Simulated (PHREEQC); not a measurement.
Brine

A solution holds 0.42 mol H2SO4, 0.12 mol Na2SO4 and 0.17 mol MgCl2 per kg of water, at 25 °C. Closed to the air; pH follows from the charge balance.

The numbers come from PHREEQC with the Pitzer model, pitzer.dat.

Precipitation was switched off in this run.

Task: What pH, activity of water does the model give?

Result: pH 0.37; activity of water 0.971.

Task: In which forms is S present?

Result: HSO4- 68 %, SO4-2 32 % of the S.

In brines, pH and single-ion activities rest on the MacInnes convention.
